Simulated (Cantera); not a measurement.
Charge: 1 mol Al, 0.019 mol I₂, 0.29 mol O₂, at 1073 K and 0.160 bar.

Method: chemical equilibrium by Gibbs-energy minimisation in Cantera with the NASA 1993 tables (ideal gas, pure condensed phases). Candidate condensed phases: Al, AlI₃, Al₂O₃, I₂; 14 gas species. Mutual solubility and eutectic melting of coexisting phases are not modelled. Rates play no part.

Q: What is the equilibrium state?

A: 
```json
{
  "x(AlI₃)": "0.827",
  "x(AlI)": "0.173",
  "x(Al₂I₆)": "0.000534",
  "x(I)": "5.20e-5",
  "n(Al(l))": "0.599 mol",
  "n(Al₂O₃(s))": "0.193 mol",
  "gas_amount": "0.01430 mol",
  "log10 activity of I₂(l) (absent)": "-10.33"
}
```
